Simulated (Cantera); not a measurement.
**HgO + O2 + N2 (iron carbonyl, mercury and lead vapours)**

A closed system holds: 1 mol HgO, 0.25 mol O2, 0.11 mol N2, equilibrated at 1027 °C and 1.00 bar.

Cantera equilibrium calculation (NASA polynomials, part measured and part estimated; ideal gas, pure solids and liquids). Candidate condensed phases: Hg, HgO; 10 gas species. The numbers say what is thermodynamically allowed, not how fast it happens.

| Property | Value |
|---|---|
| x(Hg) | 0.538 |
| x(O2) | 0.403 |
| x(N2) | 0.0591 |
| x(NO) | 0.000150 |
| x(NO2) | 2.26e-6 |
| gas amount | 1.860 mol |
| log10 activity of Hg(l) (absent) | -2.73 |
